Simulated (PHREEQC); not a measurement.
Make-up at 25 °C: 0.93 mol/kgw KH2PO4 and 0.00023 mol/kgw HNO3. Closed to the air; pH follows from the charge balance.

Computed with PHREEQC (ion-association model, wateq4f.dat).

**Question.** The ionic strength comes out as 0.932 mol/kgw. What activity coefficients do K+, H2PO4-, NO3-, H+, KHPO4- get?

**Answer.** K+ 0.60, H2PO4- 0.66, NO3- 0.56, H+ 0.74, KHPO4- 0.66.

This is a speciation only: nothing precipitates in the calculation. Caution: at this ionic strength the ion-association model is outside its range; a Pitzer model would be the better tool where its parameters exist. H3PO4, which wateq4f.dat lacks, is added to it with the constant of phreeqc.dat.
